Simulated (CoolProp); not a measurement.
Vapour-liquid equilibrium of n-hexane (1) + cyclohexane (2) at 29.75 °C; x and y are mole fractions of (1).

The numbers come from the multi-fluid Helmholtz-energy mixture model, Thol 2019 and Zhou 2014; pair parameters Bell 2016 in CoolProp.

| x | bubble pressure (MPa) | y at the bubble point | dew pressure at overall composition x (MPa) | liquid density (mol/L) |
|---|---|---|---|---|
| 0.05 | 0.01665 | 0.083 | 0.01642 | 9.049 |
| 0.125 | 0.01748 | 0.193 | 0.01696 | 8.912 |
| 0.2 | 0.01826 | 0.291 | 0.01754 | 8.779 |
| 0.275 | 0.01898 | 0.378 | 0.01813 | 8.649 |
| 0.35 | 0.01967 | 0.458 | 0.01875 | ? |
| 0.425 | 0.02032 | 0.532 | 0.01938 | 8.399 |
| 0.5 | 0.02095 | 0.602 | 0.02004 | 8.279 |
| 0.575 | 0.02155 | 0.668 | 0.02070 | 8.161 |
| 0.65 | 0.02214 | ? | 0.02139 | 8.047 |
| 0.725 | 0.02270 | 0.792 | 0.02208 | 7.935 |
| 0.8 | ? | 0.851 | 0.02278 | 7.826 |
| 0.875 | 0.02380 | 0.908 | 0.02349 | 7.720 |
| 0.95 | ? | 0.964 | 0.02420 | 7.616 |

Task: What belongs in the gaps?

Result: 
- 0.35, liquid density (mol/L): 8.522
- 0.65, y at the bubble point: 0.731
- 0.8, bubble pressure (MPa): 0.02326
- 0.95, bubble pressure (MPa): 0.02433

No azeotrope shows between x = 0.05 and 0.95.

Pair parameters are fitted to limited data, so mixtures are less certain than the pure fluids.
